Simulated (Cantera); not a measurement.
Input: 1 mol MgO, 0.5 mol O2, 0.19 mol H2O, at 1348.15 K and 10.0 Torr.

Method: chemical equilibrium by Gibbs-energy minimisation in Cantera with the NASA 1993 tables (ideal gas, pure condensed phases). Candidate condensed phases: H2O, Mg, MgO, Mg(OH)2; 15 gas species. Kinetics and transport are ignored.

Base state: O2 0.725, H2O 0.275, OH 0.000120 (mole fractions); condensed: MgO(s).

Task: What changes in the equilibrium state with this change: temperature from 1348.15 K to 1823 K?

Result: 
| species | before | after |
|---|---|---|
| O2 | 0.725 | 0.721 |
| H2O | 0.275 | 0.272 |
| OH | 0.000120 | 0.00523 |
| H | 1.50e-8 | 5.10e-5 |
| O | 3.02e-6 | 0.00111 |
| H2 | 5.54e-7 | 0.000185 |
| MgO(s), mol | 1.00 | 1.000 |
